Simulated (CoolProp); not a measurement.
R410A at 298.15 K and 3.96 MPa flows at 0.056 m/s in a round tube of 1 mm bore and 45 µm roughness, fully developed (64/Re and Nu = 3.66 if laminar; Colebrook and Gnielinski if turbulent). Each further row changes one setting.

Model: reference Helmholtz-energy equation of state, Lemmon 2003, in CoolProp. It is a pseudo-pure fit of the blend.

```csv
case,Reynolds number,Darcy friction factor,pressure drop (Pa/m),heat-transfer coefficient (W/(m² K)),mass flow (kg/h)
as stated,…,0.134,226,333,0.171
velocity 0.112 m/s,958,0.0668,453,333,0.342
diameter 2 mm,958,0.0668,…,…,…
```

Q: Some entries are withheld; supply them.

A: 
- as stated, Reynolds number: 479
- diameter 2 mm, pressure drop (Pa/m): 56.6
- diameter 2 mm, heat-transfer coefficient (W/(m² K)): 166
- diameter 2 mm, mass flow (kg/h): 0.684

Viscosity comes from a separate model (Geller 2000). Thermal conductivity comes from a separate model (Geller 2001).
